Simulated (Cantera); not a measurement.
Input (Python, Cantera) and output of one run.

```python
import numpy as np
import cantera as ct

gas_names = """
    CL CL2 H HCL H2 Si SiCL SiCL2 SiCL3 SiCL4 SiH SiHCL3 SiH2 SiH2CL2 SiH3 SiH3CL SiH4 Si2 Si3
""".split()
cond_names = """
    Si(cr) Si(L)
""".split()


# ... load() reads the species with a 1 bar reference pressure and builds the phases ...
atoms = {
    'Si': {'Si': 1},
    'HCl': {'H': 1, 'CL': 1},
    'H2': {'H': 2},
}
top_T = {}  # K; cautious upper limits of use, not melting points


# ... equilibrate(T, P, feed) seeds the gas with the atoms and calls Mixture.equilibrate('TP', solver="vcs", rtol=1e-11, max_steps=5000) ...
results = []
feed = {'Si': 1, 'HCl': 4, 'H2': 0.65}  # mol
P = 14000  # Pa
for T in [748, 773, 798, 823, 848, 873, 898, 923, 948, 973, 998, 1023, 1048, 1073]:
    mix = equilibrate(T, P, feed)
    results.append((T, P, feed, dict(zip(mix.species_names, mix.species_moles))))

top = {s: max(r[3][s] / sum(r[3][g] for g in gas_names) for r in results) for s in gas_names}
cols = sorted((s for s in top if top[s] > 1e-05), key=lambda s: -top[s])[:8]
seen = [c for c in cond_names if any(r[3].get(c, 0) > 1e-12 for r in results)]
print("log10 of partial pressures in bar; condensed amounts in mol")
print(f"{'T/K':>10s}" + "".join(f"{s[:9]:>10s}" for s in cols + seen))
for T, P, feed, n in results:
    ng = sum(n[g] for g in gas_names)
    print(f"{T:10.4g}" + "".join(f"{np.log10(max(n[s] / ng * P / 1e5, 1e-99)):10.3f}" for s in cols)
          + "".join(f"{n.get(c, 0):10.4g}" for c in seen))
```

Output:

```
log10 of partial pressures in bar; condensed amounts in mol
       T/K        H2     SiCL4       HCL    SiHCL3     SiCL3     SiCL2   SiH2CL2
       748    -0.998    -1.431    -2.892    -2.895    -6.042    -8.379    -5.494
       773    -1.000    -1.434    -2.816    -2.819    -5.724    -7.852    -5.318
       798    -1.001    -1.437    -2.744    -2.749    -5.425    -7.360    -5.154
       823    -1.002    -1.441    -2.678    -2.683    -5.146    -6.898    -5.001
       848    -1.003    -1.444    -2.615    -2.623    -4.884    -6.464    -4.858
       873    -1.005    -1.449    -2.556    -2.566    -4.637    -6.057    -4.724
       898    -1.007    -1.453    -2.501    -2.514    -4.406    -5.673    -4.599
       923    -1.008    -1.458    -2.449    -2.466    -4.188    -5.312    -4.483
       948    -1.010    -1.463    -2.398    -2.422    -3.983    -4.973    -4.375
       973    -1.012    -1.469    -2.350    -2.382    -3.790    -4.653    -4.275
       998    -1.015    -1.476    -2.303    -2.346    -3.609    -4.354    -4.184
      1023    -1.017    -1.483    -2.257    -2.315    -3.441    -4.074    -4.103
      1048    -1.020    -1.490    -2.211    -2.289    -3.283    -3.813    -4.032
      1073    -1.022    -1.499    -2.164    -2.269    -3.138    -3.573    -3.972
```

Equilibrium computed with Cantera from the NASA thermochemical tables; the gas is ideal and each condensed phase is pure. The tables' values for SiCl3 are old estimates; treat these amounts as uncertain.
